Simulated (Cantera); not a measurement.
**Diamond growth**

A diamond (100) surface in a fixed gas of H2 with x(CH4) = 0.0022, x(CH3) = 0.00098, at 1048 K, 25000 Pa; coverages are run to steady state.

Detailed kinetics in Cantera: the Harris–Goodwin 1993 mechanism for the reconstructed diamond (100) surface.

```json
[
 {"x(H)": "0.0001", "growth (µm/h)": "15.9", "θ c6HH": "0.230", "θ c6H*": "0.00690", "θ c6*H": "0.124", "θ c6**": "0.000900", "θ c6HM": "0.445"},
 {"x(H)": "0.00022", "growth (µm/h)": "31.4", "θ c6HH": "0.258", "θ c6H*": "0.00887", "θ c6*H": "0.160", "θ c6**": "0.00201", "θ c6HM": "0.398"},
 {"x(H)": "0.00047", "growth (µm/h)": "54.8", "θ c6HH": "0.311", "θ c6H*": "0.0116", "θ c6*H": "0.208", "θ c6**": "0.00392", "θ c6HM": "0.324"},
 {"x(H)": "0.001", "growth (µm/h)": "84.1", "θ c6HH": "0.378", "θ c6H*": "0.0148", "θ c6*H": "0.265", "θ c6**": "0.00649", "θ c6HM": "0.233"},
 {"x(H)": "0.0022", "growth (µm/h)": "114", "θ c6HH": "0.446", "θ c6H*": "0.0180", "θ c6*H": "0.321", "θ c6**": "0.00920", "θ c6HM": "0.143"},
 {"x(H)": "0.0047", "growth (µm/h)": "135", "θ c6HH": "0.494", "θ c6H*": "0.0203", "θ c6*H": "0.361", "θ c6**": "0.0112", "θ c6HM": "0.0791"},
 {"x(H)": "0.01", "growth (µm/h)": "148", "θ c6HH": "0.523", "θ c6H*": "0.0219", "θ c6*H": "0.384", "θ c6**": "0.0124", "θ c6HM": "0.0407"},
 {"x(H)": "0.022", "growth (µm/h)": "155", "θ c6HH": "0.539", "θ c6H*": "0.0232", "θ c6*H": "0.397", "θ c6**": "0.0132", "θ c6HM": "0.0195"},
 {"x(H)": "0.047", "growth (µm/h)": "160", "θ c6HH": "0.546", "θ c6H*": "0.0249", "θ c6*H": "0.401", "θ c6**": "0.0137", "θ c6HM": "0.00937"}
]
```
θ: site fractions in the mechanism's names (c6HH fully hydrogenated, c6H* and c6*H radical sites, c6** diradical, c6HM methylated).
